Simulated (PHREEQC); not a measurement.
Make-up at 25 °C: 14 mmol/kgw H2SO4, 150 mmol/kgw FeSO4 and 97 mmol/kgw MnSO4. Closed to the air; pH follows from the charge balance.

All values are PHREEQC results (Pitzer model, pitzer.dat), not measurements.

No solid was allowed to form.

**Question.** Estimate the pH, osmotic coefficient.

**Answer.** pH 2.21; osmotic coefficient 0.555.

**Question.** In which forms is S present?

**Answer.** SO4-2 94 %, HSO4- 6.5 % of the S.
